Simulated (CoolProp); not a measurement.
Saturated liquid density (kg/m³) of R134a: the reference equation beside estimates from Tc = 374.2 K, pc = 4.059 MPa, ω = 0.327. Rackett uses Z = 0.29056 − 0.08775 ω.

Computed with CoolProp (reference Helmholtz-energy equation of state, Tillner-Roth 1994).

```tsv
T (K)	reference	Rackett	van der Waals	Redlich-Kwong	Soave-Redlich-Kwong
290.3	1236	1218	705.5	(withheld)	1066
295.4	1217	1199	694.7	(withheld)	1047
300.5	1198	1180	683.6	964.9	1027
305.7	1177	1160	671.7	943.6	1005
310.8	1157	1139	659.7	(withheld)	982.7
315.9	1135	1117	647.1	899.1	959.1
321.1	(withheld)	1095	633.6	874.9	(withheld)
326.2	1088	(withheld)	619.7	850.0	907.4
331.3	1062	1046	605.1	823.7	879.3
336.4	(withheld)	1020	589.5	(withheld)	849.2
```

Fill in the missing entries.


- 290.3, Redlich-Kwong: 1004
- 295.4, Redlich-Kwong: 985.1
- 310.8, Redlich-Kwong: 921.8
- 321.1, reference: 1112
- 321.1, Soave-Redlich-Kwong: 933.7
- 326.2, Rackett: 1071
- 336.4, reference: 1035
- 336.4, Redlich-Kwong: 795.9

Absolute difference from the reference over all 10 rows, mean and median: Rackett 1.5 and 1.5 %, van der Waals 43.0 and 43.0 %, Redlich-Kwong 20.7 and 20.6 %, Soave-Redlich-Kwong 15.5 and 15.3 %.
